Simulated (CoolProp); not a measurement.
Vapour-liquid equilibrium of hydrogen sulfide (1) + n-butane (2) at -55.35 °C; x and y are mole fractions of (1).

Model: multi-fluid Helmholtz-energy mixture model, Lemmon 2006 and Bücker 2006; pair parameters Kunz 2012, in CoolProp.

```csv
x,bubble pressure (MPa),y at the bubble point,dew pressure at overall composition x (MPa),liquid density (mol/L)
0.05,0.02823,0.768,___,11.57
0.2,0.07209,___,0.008473,12.61
0.35,0.09395,0.943,___,14.06
0.5,0.1043,0.952,0.01345,16.00
0.65,0.1103,0.958,0.01903,18.56
0.8,0.1162,0.966,0.03246,21.90
0.95,0.1253,0.986,0.1017,26.05
```

Problem. Fill in the missing entries.

Solution. 
- 0.05, dew pressure at overall composition x (MPa): 0.007148
- 0.2, y at the bubble point: 0.919
- 0.35, dew pressure at overall composition x (MPa): 0.01040

No azeotrope shows between x = 0.05 and 0.95.

The pair parameters rest on a limited set of measurements; away from them the model extrapolates. With so large a gap from Raoult's law the liquid may split in two, which this calculation doesn't test in full.
